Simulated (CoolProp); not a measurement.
Computed with CoolProp (reference Helmholtz-energy equation of state, Gao 2022).

Task: For n-perfluorobutane, give the phase and the density (kg/m³), cp (kJ/(kg K)), cv (kJ/(kg K)), expansivity (1/kK) at -87.05 °C and 960 kPa; -44.85 °C and 960 kPa.

Result: 
- -87.05 °C and 960 kPa: liquid; density 1890, cp 1.01, cv 0.749, expansivity 1.87
- -44.85 °C and 960 kPa: liquid; density 1750, cp 1.05, cv 0.804, expansivity 1.93
